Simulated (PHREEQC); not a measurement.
Solution (25 °C): 0.0036 mol/kgw NH4Cl, 0.0051 mol/kgw NaF and 0.0064 mol/kgw KCl. It is in equilibrium with CO2 at log p = -2 (atm). Otherwise closed; pH follows from the charge balance.

The numbers come from PHREEQC with the ion-association model, phreeqc.dat.

* **pH**: 5.33
* **ionic strength**: 0.0151 mol/kgw
* **specific conductance**: 1870 µS/cm

```tsv
species	molality	activity	log γ
Cl-	0.0100	0.00882	-0.054
K+	0.00640	0.00564	-0.055
Na+	0.00509	0.00451	-0.053
F-	0.00506	0.00446	-0.055
NH4+	0.00360	0.00316	-0.057
CO2	0.000339	0.000340	0.002
```

Precipitation was switched off in this run.
